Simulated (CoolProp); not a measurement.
Methanol along the isotherm 620 K: Z from the reference equation and from simpler models built on Tc = 513.4 K, pc = 82.16 bar, ω = 0.565; each cubic takes its own stable root.

Computed with CoolProp (reference Helmholtz-energy equation of state, de Reuck 1993).

```
p (bar)          phase  reference
-------  -------------  ---------
25.7               gas     0.9462
51.3               gas     0.8901
77                 gas     0.8355
103      supercritical     0.7811
128      supercritical     0.7310
154      supercritical     0.6840
180      supercritical     0.6346
205      supercritical     0.5916
231      supercritical     0.5568
257      supercritical     0.5401
282      supercritical     0.5365
308      supercritical     0.5403
334      supercritical     0.5494
359      supercritical     0.5615
385      supercritical     0.5763
411      supercritical     0.5927
```

Question: How far does each simpler model (Redlich-Kwong, Peng-Robinson) lie from the reference over these 16 states: mean and median of the absolute difference, and the worst?

Answer: 
- Redlich-Kwong: mean 10.9 %, median 9.0 %, worst +24.0 % at 620 K and 411 bar
- Peng-Robinson: mean 15.2 %, median 16.8 %, worst +29.0 % at 620 K and 385 bar
